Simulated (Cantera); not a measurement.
Feed: 1 mol toluene, 2.4 mol NH₃, held at 2100 °C and 1 atm.

Equilibrium computed with Cantera from the NASA thermochemical tables; the gas is ideal and each condensed phase is pure. Candidate condensed phases: C, C₆H₆, C₇H₈, C₈H₁₈; 92 gas species. Kinetics and transport are ignored.

Base state: H₂ 0.837, N₂ 0.126, HCN 0.0165, H 0.0127, C₂H₂ (acetylene) 0.00515, HNC 0.00166, CH₄ 0.000132, CH₃ 3.72e-5 (mole fractions); condensed: C(graphite).

### Question
What changes in the equilibrium state with this change: NH₃ from 2.4 to 0.28 mol?

### Answer
```tsv
species	before	after
H₂	0.837	0.946
N₂	0.126	0.0261
H	0.0127	0.0135
HCN	0.0165	0.00796
CN	1.20e-5	5.45e-6
HNC	0.00166	0.000799
CH₄	0.000132	0.000169
CH₃	3.72e-5	4.46e-5
C(graphite), mol	6.75	6.90
```

### Question
What changes in the equilibrium state with this change: temperature from 2100 °C to 1375 °C?

### Answer
```csv
species,before,after
H₂,0.837,0.862
N₂,0.126,0.136
CH₄,0.000132,0.00101
HCN,0.0165,0.000935
H,0.0127,8.21e-5
C₄H₂,1.30e-5,<1e-9
CN,1.20e-5,<1e-9
"C(graphite), mol",6.75,6.98
```
